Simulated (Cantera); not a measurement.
Feed: 1 mol Fe(CO)5, 1.3 mol N2, held at 58.0 mbar.

Method: chemical equilibrium by Gibbs-energy minimisation in Cantera with the NASA 1993 tables (ideal gas, pure condensed phases). Candidate condensed phases: C, Fe, Fe(CO)5, FeO, Fe2O3, Fe3O4; 27 gas species. The numbers say what is thermodynamically allowed, not how fast it happens.

### Question
At 1448 K, list the 3 most abundant gas species with their mole fractions, and the condensed phases.

### Answer
CO 0.794, N2 0.206, CO2 3.91e-5. Condensed: Fe(γ).
